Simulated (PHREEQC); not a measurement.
Solution (20 °C): 0.021 mol CuSO4, 0.00031 mol HNO3 and 0.0092 mol KCl per kg of water. Closed to the air; pH follows from the charge balance.

Equilibrium calculation in PHREEQC: ion-association model, phreeqc.dat.

**Question.** The ionic strength comes out as 0.0640 mol/kgw. What activity coefficients do KSO4-, K+, Cu+2, Cl-, H+ get?

**Answer.** KSO4- 0.82, K+ 0.80, Cu+2 0.45, Cl- 0.80, H+ 0.85.

Precipitation was switched off in this run. Species that the database lacks are ignored.
